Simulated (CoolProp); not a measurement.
100 sccm (0 °C, 1 atm) of nitrogen bubbles through liquid n-undecane at 337.7 K and leaves saturated at a total pressure of 0.0223 MPa (ideal gas phase). Each further row changes one setting.

The numbers come from the reference Helmholtz-energy equation of state, Aleksandrov 2011 in CoolProp. It is a short technical equation, of lower accuracy than the large ones.

```
case                       vapour pressure (kPa)  mole fraction of vapour  delivery (mg/min)  delivery (sccm)  change of delivery for a bath 1 K warmer (%)
-------------------------  ---------------------  -----------------------  -----------------  ---------------  --------------------------------------------
as stated                                  0.768                      ___                ___              ___                                           ___
bath temperature 342.7 K                    1.01                   0.0454               33.1             4.75                                           5.8
total pressure 0.0446 MPa                  0.768                      ___                ___              ___                                           5.8
```

Q: Complete the blanks.

A: 
- as stated, mole fraction of vapour: 0.0345
- as stated, delivery (mg/min): 24.9
- as stated, delivery (sccm): 3.57
- as stated, change of delivery for a bath 1 K warmer (%): 6.0
- total pressure 0.0446 MPa, mole fraction of vapour: 0.0172
- total pressure 0.0446 MPa, delivery (mg/min): 12.2
- total pressure 0.0446 MPa, delivery (sccm): 1.75
